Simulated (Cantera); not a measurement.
Input: 1 mol NaOH, 7 mol H₂, equilibrated at 32.0 mbar.

Cantera equilibrium calculation (NASA polynomials, part measured and part estimated; ideal gas, pure solids and liquids). Candidate condensed phases: H₂O, Na, NaOH, NaO₂, Na₂O, Na₂O₂; 16 gas species. Kinetics and transport are ignored. All values below are at 1875 K.

Base state: H₂ 0.763, H₂O 0.116, Na 0.116, H 0.00320, NaOH 0.00135, NaH 0.000125, OH 3.80e-5 (mole fractions); condensed: gas only.

**Question.** What changes in the equilibrium state with this change: NaOH replaced by MgCO₃?

**Answer.** 
```tsv
species	before	after
H₂	0.763	0.751
H₂O	0.116	0.120
CO	0	0.120
Na	0.116	0
Mg	0	0.000439
CO₂	0	0.00468
NaOH	0.00135	0
NaH	0.000125	0
MgO(s), mol	0	0.996
```
Further candidate phases: C, C₆H₆, C₇H₈, C₈H₁₈, Mg, MgCO₃, MgO, Mg(OH)₂.
